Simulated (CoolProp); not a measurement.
Computed with CoolProp (reference Helmholtz-energy equation of state, Lemmon 2006). It is a short technical equation, of lower accuracy than the large ones.

Task: For CH3F (R41), give the phase and the cp (kJ/(kg K)), cv (kJ/(kg K)), Joule-Thomson coefficient (K/MPa) at -17.85 °C and 0.101 MPa; 3.85 °C and 0.101 MPa.

Result: 
- -17.85 °C and 0.101 MPa: gas; cp 1.08, cv 0.817, Joule-Thomson coefficient 29.2
- 3.85 °C and 0.101 MPa: gas; cp 1.09, cv 0.837, Joule-Thomson coefficient 22.5
